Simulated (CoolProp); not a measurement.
R124 at several states: fugacity coefficient from the reference equation and from simpler models built on Tc = 122.3 °C, pc = 3.624 MPa, ω = 0.288; each cubic takes its own stable root.

Values from CoolProp's reference Helmholtz-energy equation of state, de Vries 1995.

```tsv
T (°C)	p (MPa)	phase	reference	van der Waals	Peng-Robinson
48.05	16.3	liquid	0.07079	0.1778	0.06931
39.75	5.54	liquid	?	0.2535	?
-137.55	0.0224	liquid	?	0.2078	?
187.55	0.0866	gas	0.9951	0.9951	0.9945
-23.05	5.9	liquid	0.01317	?	?
88.65	4.54	liquid	0.3517	0.4690	0.3498
```

Q: Complete the blanks.

A: 
- 39.75, reference: 0.1133
- 39.75, Peng-Robinson: 0.1126
- -137.55, reference: 4.042e-5
- -137.55, Peng-Robinson: 6.273e-5
- -23.05, van der Waals: 0.09537
- -23.05, Peng-Robinson: 0.01320
